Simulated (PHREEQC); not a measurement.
# Nickel, zinc or cadmium bath: speciation

A solution holds 0.0075 mol/kgw CdSO4, 0.0059 mol/kgw KCl and 0.0033 mol/kgw FeSO4, at 20 °C. Closed to the air; pH follows from the charge balance.

All values are PHREEQC results (ion-association model, wateq4f.dat), not measurements.

| Item | Value |
|---|---|
| pH | 6.14 |
| ionic strength | 0.0341 mol/kgw |

```csv
species,molality,activity,log γ
SO4-2,0.00730,0.00376,-0.288
K+,0.00576,0.00483,-0.077
Cl-,0.00490,0.00411,-0.077
Cd+2,0.00415,0.00210,-0.295
Fe+2,0.00249,0.00133,-0.274
CdSO4,0.00219,0.00221,0.003
CdCl+,0.000962,0.000812,-0.074
FeSO4,0.000800,0.000807,0.003
Cd(SO4)2-2,0.000185,9.39e-5,-0.295
KSO4-,0.000137,0.000117,-0.070
```

No solid was allowed to form. Species that the database lacks are ignored.
